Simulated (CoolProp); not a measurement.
Model: reference Helmholtz-energy equation of state, Outcalt 1996, in CoolProp. It is a modified Benedict-Webb-Rubin equation, recast in Helmholtz form.

For R152A, give the phase and the Joule-Thomson coefficient (K/MPa), fugacity coefficient at 165.9 K and 0.18 MPa.


- 165.9 K and 0.18 MPa: liquid; Joule-Thomson coefficient -0.418, fugacity coefficient 0.00147
